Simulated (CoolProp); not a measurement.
Vapour-liquid equilibrium of n-heptane (1) + o-xylene (2) at 1.29 bar; x and y are mole fractions of (1).

Values from CoolProp's multi-fluid Helmholtz-energy mixture model, Span 2003 and Zhou 2012; pair parameters Bell 2016.

Problem. Give the bubble temperature and the first vapour's composition at x = 0.2, 0.65, 0.95. Is there an azeotrope?

Solution. x = 0.2: 408.9 K, y = 0.483; x = 0.65: 389.3 K, y = 0.852; x = 0.95: 381.2 K, y = 0.981. No azeotrope shows between x = 0.05 and 0.95.

Pair parameters are fitted to limited data, so mixtures are less certain than the pure fluids.
